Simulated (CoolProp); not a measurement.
A single-stage vapour-compression cycle with the fluid: evaporating at 199.15 K (dew point), condensing at 221.15 K (bubble point), superheat 8 K, subcooling 8 K, compressor efficiency 0.65, no pressure losses. The same conditions are run with several fluids, on thermodynamics alone (safety and materials aside).

Values from CoolProp's reference Helmholtz-energy equation of state of each fluid (carbonyl sulfide: Lemmon 2006; C2F6 (R116): Lemmon 2006; C3F8 (R218): Lemmon 2006; R115: Lemmon 2016; propane: Lemmon 2009; CH2F2 (R32): Tillner-Roth 1997).

```csv
fluid,cooling COP,pressure ratio,discharge temperature (K),refrigerating effect (kJ/kg),volumetric capacity (kJ/m³)
carbonyl sulfide,5.37,3.22,297.8,___,___
C2F6 (R116),5.63,___,239.6,___,1120
C3F8 (R218),5.73,3.75,237.2,___,___
R115,___,3.55,245.1,130,182
propane,5.60,3.34,263.7,437,217
CH2F2 (R32),___,3.56,302.2,389,334
```

Problem. Fill in the missing entries.

Solution. 
- carbonyl sulfide, refrigerating effect (kJ/kg): 313
- carbonyl sulfide, volumetric capacity (kJ/m³): 318
- C2F6 (R116), pressure ratio: 2.72
- C2F6 (R116), refrigerating effect (kJ/kg): 107
- C3F8 (R218), refrigerating effect (kJ/kg): 110
- C3F8 (R218), volumetric capacity (kJ/m³): 156
- R115, cooling COP: 5.71
- CH2F2 (R32), cooling COP: 5.31
